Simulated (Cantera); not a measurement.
Charge: 1 mol Si, 15 mol HBr, 10 mol N₂, at 1475 °C and 18.0 mbar.

Method: chemical equilibrium by Gibbs-energy minimisation in Cantera with the NASA 1993 tables (ideal gas, pure condensed phases). Candidate condensed phases: Br₂, Si, Si₃N₄; 28 gas species. The tables' values for SiBr₃, SiBr are old estimates; treat these amounts as uncertain. Rates play no part.

Base state: HBr 0.392, N₂ 0.380, Br 0.100, H₂ 0.0890, SiBr₂ 0.0366, SiBr₃ 0.00107, H 0.000508, SiBr₄ 0.000288 (mole fractions); condensed: gas only.

Problem. What changes in the equilibrium state with this change: temperature from 1475 °C to 725 °C?

Solution. 
```json
[
 {"species": "HBr", "before": "0.392", "after": "0.458"},
 {"species": "N₂", "before": "0.380", "after": "0.417"},
 {"species": "H₂", "before": "0.0890", "after": "0.0833"},
 {"species": "Br", "before": "0.100", "after": "4.39e-5"},
 {"species": "SiBr₄", "before": "0.000288", "after": "0.0416"},
 {"species": "SiBr₂", "before": "0.0366", "after": "2.46e-6"},
 {"species": "H", "before": "0.000508", "after": "4.63e-9"},
 {"species": "SiBr", "before": "4.53e-5", "after": "<1e-9"},
 {"species": "Br₂", "before": "0.000209", "after": "1.11e-6"},
 {"species": "SiBr₃", "before": "0.00107", "after": "2.03e-5"},
 {"species": "SiHBr₃", "before": "9.22e-6", "after": "3.04e-5"}
]
```
The tables' values for SiBr₃ are old estimates; treat these amounts as uncertain.
